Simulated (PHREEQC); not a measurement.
**Hard or scaling water: speciation**

Solution (20 °C): 0.33 mol/kgw SrCl2 and 2.4e-05 mol/kgw CO2. Closed to the air; pH follows from the charge balance.

All values are PHREEQC results (Pitzer model, pitzer.dat), not measurements.

Precipitation was switched off in this run.

**Question.** Estimate the pH, activity of water, density.

**Answer.** pH 5.40; activity of water 0.985; density 1.043 g/cm³.

**Question.** In which forms is C present?

**Answer.** CO2 80 %, HCO3- 20 % of the C.

Species that the database lacks are ignored.
